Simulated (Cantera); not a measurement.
A closed system holds: 1 mol Na2SO4, 0.37 mol H2O, 0.061 mol O2, equilibrated at 64.0 Pa.

Cantera equilibrium calculation (NASA polynomials, part measured and part estimated; ideal gas, pure solids and liquids). Candidate condensed phases: H2O, H2SO4, Na, NaOH, NaO2, Na2O, Na2O2, Na2S, Na2SO4, S; 27 gas species. The numbers say what is thermodynamically allowed, not how fast it happens.

Problem. Which condensed phases are stable at each of these points (T (K)): 1075, 1125, 1175, 1225, 1275, 1325, 1375, 1425, 1475, 1525, 1575, 1625, 1675, 1725?

Solution. 
```
T (K)  condensed phases  Na condensed (%)
-----  ----------------  ----------------
1075          Na2SO4(s)             100.0
1125          Na2SO4(s)             100.0
1175          Na2SO4(l)             100.0
1225          Na2SO4(l)             100.0
1275          Na2SO4(l)              99.9
1325          Na2SO4(l)              99.6
1375          Na2SO4(l)              99.0
1425          Na2SO4(l)              97.3
1475          Na2SO4(l)              92.4
1525          Na2SO4(l)              69.4
1575           gas only               0.0
1625           gas only               0.0
1675           gas only               0.0
1725           gas only               0.0
```

From 1075 K to 1125 K the condensed part is Na2SO4(s). From 1175 K to 1525 K the condensed part is Na2SO4(l). From 1575 K to 1725 K nothing is condensed.
